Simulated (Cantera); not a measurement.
A closed system holds: 1 mol Si, 1.5 mol HCl, 1.1 mol N2, equilibrated at 1.50 Pa.

Method: chemical equilibrium by Gibbs-energy minimisation in Cantera with the NASA 1993 tables (ideal gas, pure condensed phases). Candidate condensed phases: NH4Cl, Si, Si3N4; 28 gas species. N2 is the only nitrogen source here; it is nearly inert below about 1500 K, so the nitride shown seldom forms there in practice. The numbers say what is thermodynamically allowed, not how fast it happens.

Task: Which condensed phases are stable at each of these points (T (°C)): 252, 402, 552, 702, 852, 1002, 1152, 1302?

Result: 
| T (°C) | condensed phases | Si condensed (%) |
|---|---|---|
| 252 | Si3N4(s) | 76.7 |
| 402 | Si3N4(s) | 81.7 |
| 552 | Si3N4(s) | 84.8 |
| 702 | Si3N4(s) | 86.7 |
| 852 | Si3N4(s) | 83.9 |
| 1002 | Si3N4(s) | 59.4 |
| 1152 | Si(s) | 41.8 |
| 1302 | Si(s) | 40.0 |

From 252 °C to 1002 °C the condensed part is Si3N4(s). From 1152 °C to 1302 °C the condensed part is Si(s).
